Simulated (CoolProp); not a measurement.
Properties of isohexane along the isobar 18000 kPa.

Values from CoolProp's reference Helmholtz-energy equation of state, Lemmon 2006. It is a short technical equation, of lower accuracy than the large ones.

| T (°C) | phase | density (kg/m³) | fugacity coefficient |
|---|---|---|---|
| -32.75 | liquid | 712.4 | 0.0002139 |
| -8.75 | liquid | 693.5 | 0.0008701 |
| 15.15 | liquid | ___ | 0.002669 |
| 39.05 | liquid | 655.9 | 0.006647 |
| 63.05 | liquid | 636.8 | 0.01414 |
| 86.95 | liquid | 617.3 | 0.02645 |
| 110.95 | liquid | 597.4 | 0.04483 |
| 134.85 | liquid | 577.0 | 0.06988 |
| 158.75 | liquid | 556.0 | 0.1019 |
| 182.75 | liquid | ___ | 0.1408 |
| 206.65 | liquid | ___ | 0.1855 |
| 230.65 | supercritical | 488.8 | ___ |

Question: Some entries are withheld; supply them.

Answer: 
- 15.15, density (kg/m³): 674.8
- 182.75, density (kg/m³): 534.2
- 206.65, density (kg/m³): 511.9
- 230.65, fugacity coefficient: 0.2353
